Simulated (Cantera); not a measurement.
Feed: 1 mol Si2H6, 19 mol H2, held at 1000 K and 0.133 bar.

These are equilibrium values from Cantera (NASA tables, ideal gas, pure condensed phases), not measurements of a reactor. Candidate condensed phases: Si; 9 gas species. The feed counts by its element totals alone. Kinetics and transport are ignored.

Base state: H2 1.00 (mole fractions); condensed: Si(s).

Q: What changes in the equilibrium state with this change: Si2H6 replaced by Si2Cl6?

A: 
| species | before | after |
|---|---|---|
| H2 | 1.00 | 0.908 |
| SiCl4 | 0 | 0.0523 |
| SiHCl3 | 0 | 0.0206 |
| HCl | 0 | 0.0162 |
| SiCl3 | 0 | 0.00103 |
| SiH2Cl2 | 0 | 0.000878 |
| SiCl2 | 0 | 0.000492 |
| Si(s), mol | 2.00 | 0.458 |
The tables' values for SiCl3 are old estimates; treat these amounts as uncertain.

Q: What changes in the equilibrium state with this change: Si2H6 replaced by SiH2Cl2?

A: 
```tsv
species	before	after
H2	1.00	0.964
SiCl4	0	0.0146
HCl	0	0.0121
SiHCl3	0	0.00814
SiH2Cl2	0	0.000491
SiCl3	0	0.000395
SiCl2	0	0.000260
Si(s), mol	2.00	0.511
```
The tables' values for SiCl3 are old estimates; treat these amounts as uncertain.
